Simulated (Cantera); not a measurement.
# Ignition delay

Mixture: CH₄ : CO : O₂ : N₂ = 1 : 0.11 : 3.37 : 12.7 (molar parts), at 255 Torr, adiabatic and at constant pressure. Ignition delay is the time to a rise of 400 K.

Model: GRI-Mech 3.0 (53 species, 325 reactions), integrated in Cantera.

```json
[
 {"T0 (K)": "1050", "delay (ms)": "1040"},
 {"T0 (K)": "1100", "delay (ms)": "428"},
 {"T0 (K)": "1150", "delay (ms)": "186"},
 {"T0 (K)": "1200", "delay (ms)": "84.6"},
 {"T0 (K)": "1250", "delay (ms)": "40.6"},
 {"T0 (K)": "1300", "delay (ms)": "20.5"}
]
```

```
Quantity                                                Result
--------------------------------------------------  ----------
apparent activation energy between 1200 and 1300 K  180 kJ/mol
```
